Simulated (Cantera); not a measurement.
A freely propagating, adiabatic, planar premixed flame of 10.5 % CH₄, 19.1 % O₂, 70.5 % N₂, unburnt at 500 K and 0.133 bar; multicomponent transport, grid criteria slope 0.08 and curve 0.16, no radiation.

Cantera simulation using GRI-Mech 3.0 (53 species, 325 reactions); the numbers are that mechanism's predictions, not measurements. Burning velocities carry a grid error of a few per cent, more on coarse grids.

Task: Predict: laminar burning velocity; thermal thickness; peak x(HCN); peak x(O); peak x(CH₂); peak x(HO₂).

Result: 
```json
{
  "laminar_burning_velocity": "136 cm/s",
  "thermal_thickness": "2.05 mm",
  "peak x(HCN)": "5.79e-6",
  "peak x(O)": "0.00539",
  "peak x(CH₂)": "7.94e-5",
  "peak x(HO₂)": "0.000141"
}
```
